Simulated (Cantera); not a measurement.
Cantera run:

```python
import numpy as np
import cantera as ct

gas_names = """
    B BF BF2 BF3 BH BHF2 BH2 BH3 BN B2 F F2 H HF H2 H2F2 H3F3 H4F4 H5F5 H6F6 H7F7 N NF NF2 NF3 NH NH2
    NH3 N2 N2H2 N2H4
""".split()
cond_names = """
    B(b) B(L) BN(s)
""".split()


# ... load() reads the species with a 1 bar reference pressure and builds the phases ...
atoms = {
    'BN': {'B': 1, 'N': 1},
    'NF3': {'N': 1, 'F': 3},
    'H2': {'H': 2},
}
top_T = {'BN(s)': 3200}  # K; cautious upper limits of use, not melting points


# ... equilibrate(T, P, feed) seeds the gas with the atoms and calls Mixture.equilibrate('TP', solver="vcs", rtol=1e-11, max_steps=5000) ...
results = []
feed = {'BN': 1, 'NF3': 2, 'H2': 5}  # mol
P = 1000  # Pa
for T in [850, 950, 1050, 1150, 1250, 1350, 1450, 1550, 1650, 1750]:
    mix = equilibrate(T, P, feed)
    results.append((T, P, feed, dict(zip(mix.species_names, mix.species_moles))))

top = {s: max(r[3][s] / sum(r[3][g] for g in gas_names) for r in results) for s in gas_names}
cols = sorted((s for s in top if top[s] > 1e-05), key=lambda s: -top[s])[:5]
seen = [c for c in cond_names if any(r[3].get(c, 0) > 1e-12 for r in results)]
print("log10 of partial pressures in bar; condensed amounts in mol")
print(f"{'T/K':>10s}" + "".join(f"{s[:9]:>10s}" for s in cols + seen))
for T, P, feed, n in results:
    ng = sum(n[g] for g in gas_names)
    print(f"{T:10.4g}" + "".join(f"{np.log10(max(n[s] / ng * P / 1e5, 1e-99)):10.3f}" for s in cols)
          + "".join(f"{n.get(c, 0):10.4g}" for c in seen))
```

It prints:

```
log10 of partial pressures in bar; condensed amounts in mol
       T/K        H2        HF        N2       BF3       BF2
       850    -2.410    -2.477    -2.778    -2.954   -13.165
       950    -2.410    -2.477    -2.778    -2.954   -11.406
      1050    -2.410    -2.477    -2.778    -2.954    -9.985
      1150    -2.410    -2.477    -2.778    -2.954    -8.814
      1250    -2.410    -2.477    -2.778    -2.954    -7.832
      1350    -2.410    -2.477    -2.778    -2.954    -6.999
      1450    -2.410    -2.477    -2.778    -2.955    -6.282
      1550    -2.411    -2.477    -2.778    -2.956    -5.660
      1650    -2.411    -2.476    -2.778    -2.958    -5.118
      1750    -2.414    -2.474    -2.779    -2.966    -4.646
```

Cantera equilibrium calculation (NASA polynomials, part measured and part estimated; ideal gas, pure solids and liquids). The tables' values for BF2 are old estimates; treat these amounts as uncertain.
